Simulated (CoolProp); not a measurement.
Properties of nitrous oxide along the isotherm 313.2 K (Tc = 309.5 K, pc = 7.245 MPa, ω = 0.161).

The numbers come from the reference Helmholtz-energy equation of state, Lemmon 2006 in CoolProp. It is a short technical equation, of lower accuracy than the large ones.

```json
[
 {"p (MPa)": "0.158", "phase": "gas", "Z": "0.9927", "cv (kJ/(kg K))": "0.7054", "expansivity (1/kK)": "3.268"},
 {"p (MPa)": "0.239", "phase": "gas", "Z": "0.9889", "cv (kJ/(kg K))": "0.7067", "expansivity (1/kK)": "3.308"},
 {"p (MPa)": "0.36", "phase": "gas", "Z": "0.9833", "cv (kJ/(kg K))": "0.7087", "expansivity (1/kK)": "3.369"},
 {"p (MPa)": "0.543", "phase": "gas", "Z": "0.9746", "cv (kJ/(kg K))": "0.7117", "expansivity (1/kK)": "3.464"},
 {"p (MPa)": "0.819", "phase": "gas", "Z": "0.9614", "cv (kJ/(kg K))": "0.7165", "expansivity (1/kK)": "3.617"},
 {"p (MPa)": "1.24", "phase": "gas", "Z": "0.9408", "cv (kJ/(kg K))": "0.7243", "expansivity (1/kK)": "3.874"},
 {"p (MPa)": "1.86", "phase": "gas", "Z": "0.9093", "cv (kJ/(kg K))": "0.7370", "expansivity (1/kK)": "4.313"},
 {"p (MPa)": "2.81", "phase": "gas", "Z": "0.8580", "cv (kJ/(kg K))": "0.7597", "expansivity (1/kK)": "5.182"},
 {"p (MPa)": "4.24", "phase": "gas", "Z": "0.7710", "cv (kJ/(kg K))": "0.8045", "expansivity (1/kK)": "7.293"},
 {"p (MPa)": "6.4", "phase": "gas", "Z": "0.5945", "cv (kJ/(kg K))": "0.9236", "expansivity (1/kK)": "17.82"},
 {"p (MPa)": "9.65", "phase": "supercritical", "Z": "0.2376", "cv (kJ/(kg K))": "0.9489", "expansivity (1/kK)": "18.37"},
 {"p (MPa)": "14.6", "phase": "supercritical", "Z": "0.3145", "cv (kJ/(kg K))": "0.9136", "expansivity (1/kK)": "7.632"},
 {"p (MPa)": "22", "phase": "supercritical", "Z": "0.4366", "cv (kJ/(kg K))": "0.9070", "expansivity (1/kK)": "4.908"},
 {"p (MPa)": "33.1", "phase": "supercritical", "Z": "0.6132", "cv (kJ/(kg K))": "0.9094", "expansivity (1/kK)": "3.527"},
 {"p (MPa)": "50", "phase": "supercritical", "Z": "0.8689", "cv (kJ/(kg K))": "0.9178", "expansivity (1/kK)": "2.653"}
]
```
